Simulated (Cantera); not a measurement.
A perfectly stirred reactor is fed with 42.4 % H₂, 35.3 % O₂, 22.3 % N₂, at 13300 Pa; it is held at 1400 K, and followed from long to short residence time.

Model: the H2/O2 subset of GRI-Mech 3.0, which has no nitrogen chemistry, integrated in Cantera. The temperature is held fixed by assumption; the heat of reaction is taken as removed at once.

Task: Predict: x(H₂) at τ = 4.80 s; x(O₂) at τ = 4.80 s; x(H₂O₂) at τ = 4.80 s; x(O) at τ = 4.80 s; x(HO₂) at τ = 4.80 s; x(H₂) at τ = 0.120 s; x(O₂) at τ = 0.120 s; x(H₂O₂) at τ = 0.120 s; x(O) at τ = 0.120 s; x(HO₂) at τ = 0.120 s.

Result: 
| Item | Result |
|---|---|
| x(H₂) at τ = 4.80 s | 0.000131 |
| x(O₂) at τ = 4.80 s | 0.179 |
| x(H₂O₂) at τ = 4.80 s | 2.22e-7 |
| x(O) at τ = 4.80 s | 6.35e-5 |
| x(HO₂) at τ = 4.80 s | 1.94e-6 |
| x(H₂) at τ = 0.120 s | 0.00155 |
| x(O₂) at τ = 0.120 s | 0.179 |
| x(H₂O₂) at τ = 0.120 s | 1.03e-6 |
| x(O) at τ = 0.120 s | 0.000789 |
| x(HO₂) at τ = 0.120 s | 1.46e-5 |
